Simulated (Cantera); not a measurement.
Charge: 1 mol B2H6, 5 mol H2O, 0.45 mol H2, equilibrated at 2325 K and 0.100 bar.

Equilibrium computed with Cantera from the NASA thermochemical tables; the gas is ideal and each condensed phase is pure. Candidate condensed phases: B, B2O3, B3O3H3, H2O; 23 gas species. The feed counts by its element totals alone. The numbers say what is thermodynamically allowed, not how fast it happens.

Base state: H2 0.646, HBO2 0.144, H2O 0.142, H 0.0280, B2O3 0.0239, HBO 0.00963, BO 0.00459, BO2 0.00125 (mole fractions); condensed: gas only.

**Question.** What changes in the equilibrium state with this change: H2O from 5 to 0.2 mol?

**Answer.** 
```csv
species,before,after
H2,0.646,0.915
HBO,0.00963,0.0337
H,0.0280,0.0333
HBO2,0.144,2.89e-5
H2O,0.142,1.15e-5
B2O3,0.0239,1.18e-5
BO,0.00459,0.0135
B2O,2.65e-9,0.000398
BH2,2.92e-8,0.00212
"B(s), mol",0,1.79
```
The tables' values for BH2 are old estimates; treat these amounts as uncertain. Gases not in the tables: B2H6 and higher boranes.
